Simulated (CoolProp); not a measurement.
Saturation properties of isohexane.

Computed with CoolProp (reference Helmholtz-energy equation of state, Lemmon 2006). It is a short technical equation, of lower accuracy than the large ones.

```csv
T (°C),p (kPa),liquid density (kg/m³),vapour density (kg/m³),enthalpy of vaporisation (kJ/kg),liquid cp (kJ/(kg K))
68.05,129.2,607.3,4.163,317.2,2.453
76.95,167.7,598.2,5.330,310.4,2.501
85.85,214.4,588.9,6.740,303.2,2.550
94.75,270.5,579.3,8.428,295.8,2.602
103.65,337.2,(withheld),(withheld),(withheld),2.655
112.55,415.6,559.1,12.82,279.6,2.710
121.45,506.9,548.3,15.63,270.8,2.769
130.45,613.8,537.0,18.97,261.4,(withheld)
139.35,735.3,(withheld),22.88,251.4,2.900
148.25,873.8,512.8,27.48,240.7,2.974
157.15,1031,499.5,32.92,229.1,3.057
166.05,1208,485.1,39.42,216.3,3.154
174.95,1408,469.4,47.26,202.3,3.272
183.85,1631,452.0,56.89,186.4,3.424
192.75,1881,432.2,69.03,168.2,3.639
```

Some entries are withheld; supply them.


- 103.65, liquid density (kg/m³): 569.3
- 103.65, vapour density (kg/m³): 10.44
- 103.65, enthalpy of vaporisation (kJ/kg): 287.9
- 130.45, liquid cp (kJ/(kg K)): 2.832
- 139.35, liquid density (kg/m³): 525.2

It boils at 60.2 °C under 1 atm.
